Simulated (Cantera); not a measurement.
Feed: 1 mol B₂O₃, 8.7 mol N₂, equilibrated at 0.143 Torr.

Cantera equilibrium calculation (NASA polynomials, part measured and part estimated; ideal gas, pure solids and liquids). Candidate condensed phases: B, BN, B₂O₃; 17 gas species. The numbers say what is thermodynamically allowed, not how fast it happens. All values below are at 1825 K.

Base state: N₂ 0.895, B₂O₃ 0.100, BO 0.00237, BO₂ 0.00235, B₂O₂ 6.66e-5, O 3.17e-5, NO 2.99e-5 (mole fractions); condensed: gas only.

### Question
What changes in the equilibrium state with this change: pressure from 0.143 Torr to 0.900 Torr?

### Answer
```json
[
 {"species": "N₂", "before": "0.895", "after": "0.896"},
 {"species": "B₂O₃", "before": "0.100", "after": "0.102"},
 {"species": "BO₂", "before": "0.00235", "after": "0.000987"},
 {"species": "BO", "before": "0.00237", "after": "0.000907"},
 {"species": "O", "before": "3.17e-5", "after": "5.51e-6"},
 {"species": "NO", "before": "2.99e-5", "after": "1.31e-5"},
 {"species": "B₂O₂", "before": "6.66e-5", "after": "6.16e-5"}
]
```
